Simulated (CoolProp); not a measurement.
Vapour-liquid equilibrium of CH2F2 (R32) (1) + dimethyl ether (2) at 255.9 K; x and y are mole fractions of (1).

The numbers come from the multi-fluid Helmholtz-energy mixture model, Tillner-Roth 1997 and Wu 2011; pair parameters Bell 2016 in CoolProp.

```
x     bubble pressure (MPa)  y at the bubble point  dew pressure at overall composition x (MPa)  liquid density (mol/L)
----  ---------------------  ---------------------  -------------------------------------------  ----------------------
0.05                 0.1524                  0.129                                       0.1439                   15.95
0.2                  0.1968                  0.426                                       0.1609                   16.63
0.35                 0.2451                  0.623                                       0.1829                   17.36
0.5                  0.2942                  0.754                                       0.2124                   18.14
0.65                 0.3421                  0.848                                       0.2540                   19.00
0.8                  0.3884                  0.920                                       0.3159                   19.94
0.95                 0.4341                  0.981                                       0.4105                   20.99
```

No azeotrope shows between x = 0.05 and 0.95.

The pair parameters rest on a limited set of measurements; away from them the model extrapolates.
